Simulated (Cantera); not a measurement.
What does this Cantera script print?

```python
import numpy as np
import cantera as ct

gas_names = [...]  # 130 gases of nasa_gas.yaml made of C, H, Mg, O, S
cond_names = """
    C(gr) C6H6(L) C7H8(L) C8H18(L),n-octa H2O(s) H2O(L) H2SO4(L) Mg(cr) Mg(L) MgCO3(s) MgO(s) MgO(L)
    MgO2H2(s) MgS(s) MgSO4(s) MgSO4(L) S(cr1) S(cr2) S(L)
""".split()


# ... load() reads the species with a 1 bar reference pressure and builds the phases ...
atoms = {
    'MgCO3': {'Mg': 1, 'C': 1, 'O': 3},
    'SO3': {'S': 1, 'O': 3},
    'H2O': {'H': 2, 'O': 1},
    'H2S': {'H': 2, 'S': 1},
}
top_T = {'C(gr)': 4500, 'MgS(s)': 2250}  # K; cautious upper limits of use, not melting points


# ... equilibrate(T, P, feed) seeds the gas with the atoms and calls Mixture.equilibrate('TP', solver="vcs", rtol=1e-11, max_steps=5000) ...
results = []
feed = {'MgCO3': 1, 'SO3': 0.11, 'H2O': 7.2, 'H2S': 2.4}  # mol
P = 1000  # Pa
for T in [1150, 1175, 1200, 1225, 1250, 1275, 1300, 1325, 1350, 1375, 1400, 1425]:
    mix = equilibrate(T, P, feed)
    results.append((T, P, feed, dict(zip(mix.species_names, mix.species_moles))))

top = {s: max(r[3][s] / sum(r[3][g] for g in gas_names) for r in results) for s in gas_names}
cols = sorted((s for s in top if top[s] > 0.0001), key=lambda s: -top[s])[:7]
seen = [c for c in cond_names if any(r[3].get(c, 0) > 1e-12 for r in results)]
print("log10 of partial pressures in bar; condensed amounts in mol")
print(f"{'T/K':>10s}" + "".join(f"{s[:9]:>10s}" for s in cols + seen))
for T, P, feed, n in results:
    ng = sum(n[g] for g in gas_names)
    print(f"{T:10.4g}" + "".join(f"{np.log10(max(n[s] / ng * P / 1e5, 1e-99)):10.3f}" for s in cols)
          + "".join(f"{n.get(c, 0):10.4g}" for c in seen))
```

Output:

```
log10 of partial pressures in bar; condensed amounts in mol
       T/K       H2O        H2       H2S        S2       CO2        CO       SO2    MgO(s)
      1150    -2.183    -2.999    -3.078    -3.197    -3.132    -3.873    -4.092         1
      1175    -2.185    -2.965    -3.122    -3.178    -3.145    -3.818    -4.024         1
      1200    -2.188    -2.934    -3.167    -3.163    -3.159    -3.767    -3.958         1
      1225    -2.191    -2.906    -3.213    -3.150    -3.173    -3.721    -3.893         1
      1250    -2.194    -2.880    -3.260    -3.141    -3.188    -3.679    -3.830         1
      1275    -2.198    -2.856    -3.306    -3.134    -3.204    -3.641    -3.769         1
      1300    -2.202    -2.834    -3.353    -3.129    -3.219    -3.605    -3.711         1
      1325    -2.206    -2.813    -3.399    -3.127    -3.236    -3.572    -3.656         1
      1350    -2.210    -2.793    -3.445    -3.127    -3.253    -3.542    -3.603         1
      1375    -2.215    -2.774    -3.491    -3.128    -3.270    -3.514    -3.554         1
      1400    -2.220    -2.755    -3.536    -3.131    -3.288    -3.487    -3.508         1
      1425    -2.225    -2.738    -3.580    -3.136    -3.307    -3.463    -3.465         1
```

Cantera equilibrium calculation (NASA polynomials, part measured and part estimated; ideal gas, pure solids and liquids). Gases not in the tables: S3 to S7.
